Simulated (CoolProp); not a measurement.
A closed Brayton cycle with carbon dioxide: compressor inlet 324.15 K and 10 MPa, high pressure 30.9 MPa, turbine inlet 645 K, compressor efficiency 0.85, turbine efficiency 0.9, recuperator effectiveness 0.9 (on enthalpy, no pinch check). Each further row changes one setting.

Values from CoolProp's reference Helmholtz-energy equation of state, Span 1996.

```csv
case,thermal efficiency (%),net work (kJ/kg),compressor to turbine work,compressor exit (K),turbine exit (K)
as stated,26.1,58.4,0.46,398.0,526.4
turbine inlet 595 K,22.5,46.5,0.52,398.0,480.9
compressor inlet 334.15 K,23.2,47.7,0.56,424.5,526.4
high pressure 26.3 MPa,26.0,54.1,0.43,387.0,542.9
recuperator effectiveness 0.5,20.4,58.4,0.46,398.0,526.4
```
